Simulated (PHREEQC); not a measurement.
Make-up at 25 °C: 0.0042 mol/kgw CaCl2, 0.00018 mol/kgw Na2SO4 and 0.0011 mol/kgw H4SiO4. Closed to the air; pH follows from the charge balance.

All values are PHREEQC results (ion-association model, wateq4f.dat), not measurements.

Precipitation was switched off in this run.

Predict the pH.

pH 6.38.

In which forms is Ca present?

Ca+2 99 %, CaSO4 1.1 % of the Ca.

The solution is supersaturated, for example in Quartz (slow to form), Chalcedony (slow to form), so a real one may precipitate; this is no full list.
